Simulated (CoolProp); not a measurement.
A closed Brayton cycle with dry air: compressor inlet 313.15 K and 3.1 MPa, high pressure 6.06 MPa, turbine inlet 895 K, compressor efficiency 0.8, turbine efficiency 0.93, recuperator effectiveness 0.95 (on enthalpy, no pinch check). Each further row changes one setting.

The numbers come from the reference Helmholtz-energy equation of state, Lemmon 2000 in CoolProp. It is a pseudo-pure fit of the blend.

```json
[
 {"case": "as stated", "thermal efficiency (%)": "38.4", "net work (kJ/kg)": "65.8", "compressor to turbine work": "0.56", "compressor exit (K)": "396.1", "turbine exit (K)": "761.7"},
 {"case": "turbine inlet 845 K", "thermal efficiency (%)": "35.7", "net work (kJ/kg)": "(withheld)", "compressor to turbine work": "0.59", "compressor exit (K)": "396.1", "turbine exit (K)": "718.0"},
 {"case": "compressor inlet 323.15 K", "thermal efficiency (%)": "(withheld)", "net work (kJ/kg)": "(withheld)", "compressor to turbine work": "0.58", "compressor exit (K)": "408.6", "turbine exit (K)": "761.7"},
 {"case": "high pressure 5.15 MPa", "thermal efficiency (%)": "38.4", "net work (kJ/kg)": "53.7", "compressor to turbine work": "0.53", "compressor exit (K)": "374.5", "turbine exit (K)": "792.3"},
 {"case": "recuperator effectiveness 0.5", "thermal efficiency (%)": "19.0", "net work (kJ/kg)": "65.8", "compressor to turbine work": "0.56", "compressor exit (K)": "396.1", "turbine exit (K)": "761.7"}
]
```

Problem. Fill in the missing entries.

Solution. 
- turbine inlet 845 K, net work (kJ/kg): 57.4
- compressor inlet 323.15 K, thermal efficiency (%): 36.9
- compressor inlet 323.15 K, net work (kJ/kg): 63.0
